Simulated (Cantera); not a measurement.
Thermodynamics of calcination and drying, feed Ca(OH)2 + CO2

Feed: 1 mol Ca(OH)2, 0.015 mol CO2, held at 1 atm.

These are equilibrium values from Cantera (NASA tables, ideal gas, pure condensed phases), not measurements of a reactor. Candidate condensed phases: C, C6H6, C7H8, C8H18, Ca, CaCO3, CaO, Ca(OH)2, H2O; 115 gas species. The numbers say what is thermodynamically allowed, not how fast it happens.

```json
[
 {"T (°C)": "377", "log p H2O": "0.01", "log p CO2": "-4.64", "log p H2": "-11.22", "log p O2": "-11.52", "log p OH": "<-11", "log p CO": "<-11", "log p Ca(OH)2": "<-11", "n CaCO3(calcite)": "0.0150", "n Ca(OH)2(s)": "0.985", "n CaO(s)": "0"},
 {"T (°C)": "527", "log p H2O": "0.01", "log p CO2": "-3.51", "log p H2": "-8.75", "log p O2": "-9.06", "log p OH": "-10.65", "log p CO": "<-11", "log p Ca(OH)2": "<-11", "n CaCO3(calcite)": "0.0147", "n Ca(OH)2(s)": "0", "n CaO(s)": "0.985"},
 {"T (°C)": "677", "log p H2O": "0.00", "log p CO2": "-1.82", "log p H2": "-7.06", "log p O2": "-7.36", "log p OH": "-8.56", "log p CO": "-9.14", "log p Ca(OH)2": "-11.60", "n CaCO3(calcite)": "0", "n Ca(OH)2(s)": "0", "n CaO(s)": "1.00"},
 {"T (°C)": "827", "log p H2O": "0.00", "log p CO2": "-1.82", "log p H2": "-5.82", "log p O2": "-6.13", "log p OH": "-7.03", "log p CO": "-7.64", "log p Ca(OH)2": "-9.61", "n CaCO3(calcite)": "0", "n Ca(OH)2(s)": "0", "n CaO(s)": "1.00"},
 {"T (°C)": "977", "log p H2O": "0.00", "log p CO2": "-1.82", "log p H2": "-4.87", "log p O2": "-5.18", "log p OH": "-5.87", "log p CO": "-6.50", "log p Ca(OH)2": "-8.10", "n CaCO3(calcite)": "0", "n Ca(OH)2(s)": "0", "n CaO(s)": "1.00"},
 {"T (°C)": "1127", "log p H2O": "0.00", "log p CO2": "-1.82", "log p H2": "-4.12", "log p O2": "-4.44", "log p OH": "-4.95", "log p CO": "-5.61", "log p Ca(OH)2": "-6.92", "n CaCO3(calcite)": "0", "n Ca(OH)2(s)": "0", "n CaO(s)": "1.00"},
 {"T (°C)": "1277", "log p H2O": "0.00", "log p CO2": "-1.83", "log p H2": "-3.52", "log p O2": "-3.85", "log p OH": "-4.22", "log p CO": "-4.90", "log p Ca(OH)2": "-5.97", "n CaCO3(calcite)": "0", "n Ca(OH)2(s)": "0", "n CaO(s)": "1.000"},
 {"T (°C)": "1427", "log p H2O": "0.00", "log p CO2": "-1.83", "log p H2": "-3.02", "log p O2": "-3.36", "log p OH": "-3.61", "log p CO": "-4.31", "log p Ca(OH)2": "-5.19", "n CaCO3(calcite)": "0", "n Ca(OH)2(s)": "0", "n CaO(s)": "1.000"},
 {"T (°C)": "1577", "log p H2O": "0.00", "log p CO2": "-1.83", "log p H2": "-2.60", "log p O2": "-2.95", "log p OH": "-3.10", "log p CO": "-3.82", "log p Ca(OH)2": "-4.54", "n CaCO3(calcite)": "0", "n Ca(OH)2(s)": "0", "n CaO(s)": "1.000"}
]
```
log p: log10 of the partial pressure in bar; n: condensed amount in mol.

At 377 °C the condensed part is CaCO3(calcite) + Ca(OH)2(s). At 527 °C the condensed part is CaCO3(calcite) + CaO(s). From 677 °C to 1577 °C the condensed part is CaO(s).
